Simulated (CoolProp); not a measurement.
Model: reference Helmholtz-energy equation of state, Span 1996, in CoolProp.

Q: For carbon dioxide, give the phase and the cv (kJ/(kg K)), Joule-Thomson coefficient (K/MPa), expansivity (1/kK), conductivity (mW/(m K)) at 221.6 K and 8.2 MPa; 221.6 K and 18.4 MPa.

A: 
- 221.6 K and 8.2 MPa: liquid; cv 0.976, Joule-Thomson coefficient -0.155, expansivity 2.93, conductivity 177
- 221.6 K and 18.4 MPa: liquid; cv 0.986, Joule-Thomson coefficient -0.185, expansivity 2.65, conductivity 185

Thermal conductivity comes from a separate model (Huber 2016).
